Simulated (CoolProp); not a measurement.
cis-2-butene along the isobar 1.73 MPa: fugacity coefficient from the reference equation and from simpler models built on Tc = 162.6 °C, pc = 4.236 MPa, ω = 0.202; each cubic takes its own stable root.

Model: reference Helmholtz-energy equation of state, Lemmon 2005, in CoolProp. It is a short technical equation, of lower accuracy than the large ones.

```csv
T (°C),phase,reference
126.85,gas,0.8142
133.45,gas,0.8243
140.05,gas,0.8335
146.65,gas,0.8421
153.25,gas,0.8501
159.85,gas,0.8576
166.45,gas,0.8645
173.05,gas,0.8711
179.55,gas,0.8771
186.15,gas,0.8828
192.75,gas,0.8882
199.35,gas,0.8933
205.95,gas,0.8981
```

**Question.** How far does each simpler model (Redlich-Kwong, Soave-Redlich-Kwong) lie from the reference over these 13 states: mean and median of the absolute difference, and the worst?

**Answer.** 
- Redlich-Kwong: mean 0.5 %, median 0.3 %, worst +1.4 % at 126.85 °C and 1.73 MPa
- Soave-Redlich-Kwong: mean 0.5 %, median 0.4 %, worst +0.8 % at 126.85 °C and 1.73 MPa
